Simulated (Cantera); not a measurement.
Charge: 1 mol BF3, 4.3 mol H2O, 2.7 mol N2, at 2148 K and 1.00 bar.

Cantera equilibrium calculation (NASA polynomials, part measured and part estimated; ideal gas, pure solids and liquids). Candidate condensed phases: B, BN, B2O3, B3O3H3, H2O; 62 gas species. The numbers say what is thermodynamically allowed, not how fast it happens.

Base state: H2O 0.321, N2 0.299, HF 0.259, BOF 0.0717, HBO2 0.0371, H2 0.00587, OH 0.00225, O2 0.00200 (mole fractions); condensed: gas only.

Task: What changes in the equilibrium state with this change: BF3 replaced by BCl3?

Result: 
| species | before | after |
|---|---|---|
| HCl | 0 | 0.319 |
| N2 | 0.299 | 0.298 |
| H2O | 0.321 | 0.256 |
| HF | 0.259 | 0 |
| BOF | 0.0717 | 0 |
| Cl | 0 | 0.0108 |
| HBO2 | 0.0371 | 0.0987 |
| BOCl | 0 | 0.000951 |
| BF3 | 0.000490 | 0 |
| Cl2 | 0 | 7.44e-5 |
The tables' values for BOCl are old estimates; treat these amounts as uncertain. Further candidate phases: NH4Cl.
